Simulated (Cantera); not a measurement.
Gas mixture: N2O : H2O = 1 : 0.44 (molar parts), at 5.00 bar, frozen composition.

Cantera's kinetic-theory transport with the Lennard-Jones parameters of GRI-Mech 3.0, ideal gas; thermal conductivity in the mixture-averaged form. Polar gases are described roughly by these parameters.

D: mixture-averaged diffusion coefficient of that species in the mixture.

```tsv
T (K)	ρ (kg/m³)	cp (J/kg/K)	μ (µPa s)	λ (mW/m/K)	Pr	D (cm²/s) H	D (cm²/s) NH3	D (cm²/s) C2H2
400	5.42	1112	18.4	28.6	0.716	…	0.0608	0.0470
500	4.34	1182	22.5	37.2	0.714	…	0.0942	0.0712
600	3.62	1241	26.3	46.0	0.711	…	0.134	0.0992
700	3.10	1292	29.9	54.7	0.707	…	0.179	0.131
800	2.71	1338	33.3	63.3	0.704	…	0.230	0.166
900	2.41	1378	36.6	71.9	0.701	…	0.285	0.204
```

**Question.** Some entries are withheld; supply them.

**Answer.** 
- 400, D (cm²/s) H: 0.367
- 500, D (cm²/s) H: 0.551
- 600, D (cm²/s) H: 0.764
- 700, D (cm²/s) H: 1.00
- 800, D (cm²/s) H: 1.26
- 900, D (cm²/s) H: 1.55
